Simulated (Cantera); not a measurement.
Cantera run, input and output.

```python
import numpy as np
import cantera as ct

gas = ct.Solution("gri30.yaml", transport_model="mixture-averaged")
show = ['NH3', 'C2H2', 'O']

rows = []
print(f"{'T/K':>7s}{'rho':>11s}{'cp':>10s}{'mu':>11s}{'lambda':>11s}{'Pr':>7s}" + "".join(f"{'D_' + s:>11s}" for s in show))
for T in [400, 550, 700, 850, 1000, 1150, 1300]:
    gas.TPX = T, 101325, {'CO2': 0.76}
    Pr = gas.cp_mass * gas.viscosity / gas.thermal_conductivity
    D = [gas.mix_diff_coeffs_mole[gas.species_index(s)] for s in show]
    rows.append([gas.density, gas.cp_mass, gas.viscosity, gas.thermal_conductivity, Pr, *D])
    print(f"{T:7g}{gas.density:11.4e}{gas.cp_mass:10.1f}{gas.viscosity:11.4e}"
          f"{gas.thermal_conductivity:11.4e}{Pr:7.3f}" + "".join(f"{d:11.4e}" for d in D))
print("SI units: kg/m3, J/kg/K, Pa s, W/m/K, m2/s")
```

Output:

```
    T/K        rho        cp         mu     lambda     Pr      D_NH3     D_C2H2        D_O
    400 1.3408e+00     937.9 1.9751e-05 2.5328e-02  0.731 2.8052e-05 2.1185e-05 4.2547e-05
    550 9.7513e-01    1046.5 2.5967e-05 3.7175e-02  0.731 5.1982e-05 3.8015e-05 7.4332e-05
    700 7.6617e-01    1126.8 3.1458e-05 4.8503e-02  0.731 8.1726e-05 5.8447e-05 1.1248e-04
    850 6.3096e-01    1186.9 3.6423e-05 5.9170e-02  0.731 1.1662e-04 8.2107e-05 1.5641e-04
   1000 5.3632e-01    1234.3 4.0991e-05 6.9198e-02  0.731 1.5617e-04 1.0873e-04 2.0572e-04
   1150 4.6637e-01    1269.3 4.5250e-05 7.8650e-02  0.730 2.0003e-04 1.3812e-04 2.6008e-04
   1300 4.1255e-01    1297.6 4.9260e-05 8.7592e-02  0.730 2.4791e-04 1.7012e-04 3.1926e-04
SI units: kg/m3, J/kg/K, Pa s, W/m/K, m2/s
```

Detailed kinetics in Cantera: GRI-Mech 3.0 (53 species, 325 reactions).
